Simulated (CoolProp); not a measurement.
Properties of normal hydrogen along the isotherm -242.25 °C (Tc = -240.0 °C, pc = 1.296 MPa, ω = -0.219).

Computed with CoolProp (reference Helmholtz-energy equation of state, Leachman 2009).

```tsv
p (MPa)	phase	density (kg/m³)	cp (kJ/(kg K))	isothermal compressibility (1/MPa)	viscosity (µPa s)
0.0499	gas	0.3976	10.54	20.35	1.56
0.0997	gas	0.8070	10.78	10.35	1.57
0.15	gas	1.235	11.05	7.006	1.57
0.199	gas	1.666	?	5.379	1.58
0.249	gas	2.123	11.68	4.387	1.58
0.299	gas	2.598	12.05	3.735	?
0.349	gas	3.094	12.47	3.278	1.60
0.399	gas	?	12.95	2.943	1.61
0.449	gas	4.158	13.50	2.692	1.62
0.499	gas	4.734	14.14	2.502	?
0.548	gas	5.331	14.88	2.360	1.64
0.598	gas	5.982	15.80	2.254	1.65
0.648	gas	6.683	16.92	2.182	?
```

**Question.** Some entries are withheld; supply them.

**Answer.** 
- 0.199, cp (kJ/(kg K)): 11.35
- 0.299, viscosity (µPa s): 1.59
- 0.399, density (kg/m³): 3.613
- 0.499, viscosity (µPa s): 1.63
- 0.648, viscosity (µPa s): 1.67

Viscosity comes from a separate model (Muzny 2013).
